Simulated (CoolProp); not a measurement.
Propylene at 517.62 K and 0.596 MPa is throttled through a valve to 0.181 MPa with no heat exchange. Each further row changes one setting.

The numbers come from the reference Helmholtz-energy equation of state, Lemmon 2013 in CoolProp.

| case | temperature change (K) | final density (kg/m³) |
|---|---|---|
| as stated | -1.6 | 1.78 |
| outlet pressure 0.0543 MPa | -2.1 | 0.534 |
| outlet pressure 0.235 MPa | -1.4 | 2.32 |
